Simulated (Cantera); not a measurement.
An isothermal, constant-pressure homogeneous reactor starts with CH₄ : N₂ = 1 : 100 (molar parts), at 1500 K and 3.00 Torr. Integrator tolerance rtol = 1e-08.

Computed with Cantera and GRI-Mech 3.0 (53 species, 325 reactions). GRI-Mech 3.0 stops at C3 and has no aromatics, soot or wall deposition, so with more carbon than oxygen in the feed, carbon stays in small species such as C2H2 where larger ones or solid carbon would form. Radical loss at walls, strong at low pressure, is not modelled.

What does this change do: temperature 1500 to 1700 K?


```
quantity                                              before                                     after
-----------------  -----------------------------------------  ----------------------------------------
x(CH₄) at 7.00 s     0.00847 (gas-phase equilibrium 1.12e-7)  0.000507 (gas-phase equilibrium 1.45e-8)
x(CH₂) at 7.00 s    5.15e-8 (gas-phase equilibrium 1.01e-11)  2.63e-7 (gas-phase equilibrium 1.15e-10)
x(C₂H₂) at 7.00 s  0.000366 (gas-phase equilibrium 0.000348)  0.00461 (gas-phase equilibrium 0.000264)
x(H) at 7.00 s       1.81e-6 (gas-phase equilibrium 3.40e-5)  7.29e-5 (gas-phase equilibrium 0.000283)
x(CH₃) at 7.00 s    0.000119 (gas-phase equilibrium 5.26e-9)   5.29e-5 (gas-phase equilibrium 5.71e-9)
```

What does this change do: temperature 1500 to 1773 K?


```csv
quantity,before,after
x(CH₄) at 7.00 s,0.00847 (gas-phase equilibrium 1.12e-7),9.52e-5 (gas-phase equilibrium 7.64e-9)
x(CH₂) at 7.00 s,5.15e-8 (gas-phase equilibrium 1.01e-11),2.28e-7 (gas-phase equilibrium 2.41e-10)
x(C₂H₂) at 7.00 s,0.000366 (gas-phase equilibrium 0.000348),0.00482 (gas-phase equilibrium 0.000243)
x(H) at 7.00 s,1.81e-6 (gas-phase equilibrium 3.40e-5),0.000154 (gas-phase equilibrium 0.000544)
x(CH₃) at 7.00 s,0.000119 (gas-phase equilibrium 5.26e-9),2.03e-5 (gas-phase equilibrium 5.82e-9)
```

What does this change do: pressure from 3.00 Torr to 1.70 bar?


| quantity | before | after |
|---|---|---|
| x(CH₄) at 7.00 s | 0.00847 (gas-phase equilibrium 1.12e-7) | 0.000962 (gas-phase equilibrium 4.73e-5) |
| x(CH₂) at 7.00 s | 5.15e-8 (gas-phase equilibrium 1.01e-11) | 2.05e-10 (gas-phase equilibrium 1.00e-11) |
| x(C₂H₂) at 7.00 s | 0.000366 (gas-phase equilibrium 0.000348) | 0.00440 (gas-phase equilibrium 0.000344) |
| x(H) at 7.00 s | 1.81e-6 (gas-phase equilibrium 3.40e-5) | 1.50e-6 (gas-phase equilibrium 1.64e-6) |
| x(CH₃) at 7.00 s | 0.000119 (gas-phase equilibrium 5.26e-9) | 2.20e-6 (gas-phase equilibrium 1.07e-7) |
